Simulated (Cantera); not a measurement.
A Cantera script and what it prints.

```python
import numpy as np
import cantera as ct

gas_names = """
    H HNO HNO2 HNO3 HO2 H2 H2O H2O2 N NH NH2 NH3 NH2OH NO NO2 NO3 N2 N2H2 N2H4 N2O O OH O2 O3
""".split()
cond_names = """
    H2O(s) H2O(L)
""".split()


def load(file, names, dense=False):
    # The tables refer to 1 bar. Condensed volumes are neglected.
    table = {s.name: s for s in ct.Species.list_from_file(file)}
    out = []
    for n in names:
        d = dict(table[n].input_data)
        d["thermo"] = dict(d["thermo"], **{"reference-pressure": 1e5})
        if dense:
            d["equation-of-state"] = {"model": "constant-volume", "density": "1e6 g/cm^3"}
        out.append(ct.Species.from_dict(d))
    return out


gas = ct.Solution(thermo="ideal-gas", species=load("nasa_gas.yaml", gas_names))
cond = {s.name: ct.Solution(thermo="fixed-stoichiometry", species=[s], name=s.name)
        for s in load("nasa_condensed.yaml", cond_names, dense=True)}
atoms = {
    'NH3': {'N': 1, 'H': 3},
    'O2': {'O': 2},
    'H2': {'H': 2},
}
top_T = {}  # K; cautious upper limits of use, not melting points


def equilibrate(T, P, feed):
    n = {}
    for name, mol in feed.items():
        for a, k in atoms[name].items():
            n[a] = n.get(a, 0.0) + k * mol
    gas.TPX = T, P, n
    mass = sum(n.values()) * gas.mean_molecular_weight
    gas.equilibrate("TP")
    valid = [c for c in cond.values() if c.min_temp <= T <= top_T.get(c.name, c.max_temp)]
    mix = ct.Mixture([(gas, mass / gas.mean_molecular_weight)] + [(c, 0.0) for c in valid])
    mix.T, mix.P = T, P
    mix.equilibrate("TP", solver="vcs", rtol=1e-11, max_steps=5000)
    return mix


results = []
feed = {'NH3': 1, 'O2': 1.9, 'H2': 3.1}  # mol
T = 2850  # K
P = 260000  # Pa
mix = equilibrate(T, P, feed)
results.append((T, P, feed, dict(zip(mix.species_names, mix.species_moles))))
print(gas.report(threshold=1e-05))
for i in range(1, mix.n_phases):
    print(f"{mix.phase(i).name:16s} {mix.phase_moles(i):12.5e} mol")
```

It prints:

```
       temperature   2850 K
          pressure   2.6e+05 Pa
           density   0.17455 kg/m^3
  mean mol. weight   15.908 kg/kmol
   phase of matter   gas

                          1 kg             1 kmol
                     ---------------   ---------------
          enthalpy       -3.0817e+06       -4.9024e+07  J
   internal energy       -4.5713e+06        -7.272e+07  J
           entropy             16657        2.6498e+05  J/K
    Gibbs function       -5.0554e+07       -8.0421e+08  J
 heat capacity c_p            3114.9             49551  J/K
 heat capacity c_v            2592.2             41237  J/K

                      mass frac. Y      mole frac. X     chem. pot. / RT
                     ---------------   ---------------   ---------------
                 H         0.0015624          0.024658            -10.75
                H2          0.021177            0.1671             -21.5
               H2O           0.76583           0.67626           -38.781
                NO         0.0036949         0.0019589           -32.083
                N2           0.16487          0.093623           -29.605
                 O         0.0027162         0.0027008           -17.281
                OH          0.031342          0.029317           -28.031
                O2         0.0087881         0.0043691           -34.562
     [  +16 minor]        1.8333e-05        9.7869e-06
```

Method: chemical equilibrium by Gibbs-energy minimisation in Cantera with the NASA 1993 tables (ideal gas, pure condensed phases).
